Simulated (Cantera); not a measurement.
Feed: 1 mol PbO, 2.9 mol H2, 4.8 mol CO, held at 850 °C and 13300 Pa.

Equilibrium computed with Cantera from the NASA thermochemical tables; the gas is ideal and each condensed phase is pure. Candidate condensed phases: C, C6H6, C7H8, C8H18, H2O, Pb, PbO, PbO2, Pb3O4; 113 gas species. Kinetics and transport are ignored.

Base state: CO 0.544, H2 0.325, CO2 0.0785, H2O 0.0512, Pb 0.00137, CH4 1.25e-5 (mole fractions); condensed: Pb(l).

**Question.** What changes in the equilibrium state with this change: temperature from 850 °C to 1052 °C?

**Answer.** 
```csv
species,before,after
CO,0.544,0.544
H2,0.325,0.302
H2O,0.0512,0.0642
Pb,0.00137,0.0270
CO2,0.0785,0.0621
CH4,1.25e-5,2.01e-7
"Pb(l), mol",0.989,0.786
```
